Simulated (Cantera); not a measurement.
An isothermal, constant-pressure homogeneous reactor starts with 70.9 % NH3, 29.1 % N2, at 1975 K and 40.5 Torr.

Cantera simulation using the gas-phase N/H chemistry of the illustrative SiF4/NH3 mechanism in the Surface Chemkin manual (1991); the numbers are that mechanism's predictions, not measurements. Walls and surfaces, which speed up NH3 decomposition in real reactors, are not modelled.

One state of this run: x NH3 = 9.62e-7; x NH2 = 2.09e-8; x N2H4 = <1e-12; x NH = 5.50e-9; x H2 = 0.619; x N2 = 0.377; x H = 0.00466. x: mole fraction; the columns are a selection and need not sum to one.

Question: Which value of t (s) does it belong to?
(A) 0.00129
(B) 0.00335
(C) 116
(D) 44.8

Answer: C, 116
